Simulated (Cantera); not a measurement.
Cantera run, input and output.

```python
import numpy as np
import cantera as ct

gas = ct.Solution("gri30.yaml")
gas.TPX = 700, 1000000, {'CH4': 1, 'O2': 2.86, 'N2': 10.7, 'CO2': 0.9}
flame = ct.FreeFlame(gas, width=0.008)
flame.set_refine_criteria(ratio=3, slope=0.08, curve=0.16)
flame.transport_model = "mixture-averaged"
flame.solve(loglevel=0, auto=True)
z, T = flame.grid, flame.T
thick = (T[-1] - T[0]) / np.gradient(T, z).max()
show = ['CH4', 'O2', 'CO2', 'CO', 'HO2', 'C2H']
print(f"laminar burning velocity  {flame.velocity[0] * 100:.3f} cm/s")
print(f"burnt temperature         {T[-1]:.1f} K")
print(f"thermal thickness         {thick * 1e3:.4f} mm")
print(f"grid points               {len(z)}")
z0 = z[flame.heat_release_rate.argmax()]
print(f"{'z/mm':>9s}{'T/K':>9s}{'u/(m/s)':>9s}" + "".join(f"{s:>11s}" for s in show))
rows = []
for k in (-3, -2, -1.5, -1, -0.5, -0.25, 0, 0.25, 0.5, 1, 2, 4, 8):
    zz = z0 + k * thick
    rows.append([k * thick, np.interp(zz, z, T), np.interp(zz, z, flame.velocity),
                 *(np.interp(zz, z, flame.X[gas.species_index(s)]) for s in show)])
    print(f"{rows[-1][0] * 1e3:9.3f}{rows[-1][1]:9.1f}{rows[-1][2]:9.3f}" + "".join(f"{x:11.3e}" for x in rows[-1][3:]))
```

Result:

```
laminar burning velocity  31.173 cm/s
burnt temperature         2034.4 K
thermal thickness         0.1031 mm
grid points               141
     z/mm      T/K  u/(m/s)        CH4         O2        CO2         CO        HO2        C2H
   -0.309    702.0    0.313  6.447e-02  1.847e-01  5.819e-02  3.159e-05  1.872e-07  5.136e-23
   -0.206    713.7    0.318  6.353e-02  1.836e-01  5.821e-02  2.274e-04  1.361e-06  1.771e-20
   -0.155    741.6    0.331  6.154e-02  1.811e-01  5.839e-02  7.209e-04  4.467e-06  9.159e-19
   -0.103    846.6    0.379  5.476e-02  1.716e-01  5.979e-02  2.730e-03  1.897e-05  3.758e-16
   -0.052   1183.7    0.533  3.453e-02  1.390e-01  6.771e-02  9.895e-03  8.902e-05  3.162e-12
   -0.026   1484.5    0.671  1.717e-02  1.082e-01  7.794e-02  1.660e-02  1.680e-04  5.199e-10
    0.000   1786.2    0.806  2.618e-03  7.608e-02  9.355e-02  1.996e-02  1.238e-04  2.460e-08
    0.026   1918.0    0.862  5.777e-05  6.250e-02  1.075e-01  1.228e-02  3.171e-05  4.431e-09
    0.052   1969.5    0.882  9.110e-07  5.890e-02  1.145e-01  6.610e-03  1.635e-05  8.200e-11
    0.103   2009.8    0.897  1.083e-09  5.682e-02  1.193e-01  2.535e-03  7.060e-06  2.393e-13
    0.206   2029.2    0.905  1.601e-13  5.605e-02  1.214e-01  7.594e-04  3.251e-06  1.349e-15
    0.413   2034.0    0.907  4.681e-14  5.589e-02  1.219e-01  3.285e-04  2.493e-06  2.300e-17
    0.825   2034.5    0.907  2.164e-14  5.587e-02  1.220e-01  2.898e-04  2.434e-06  5.713e-19
```

Computed with Cantera and GRI-Mech 3.0 (53 species, 325 reactions). Burning velocities carry a grid error of a few per cent, more on coarse grids.
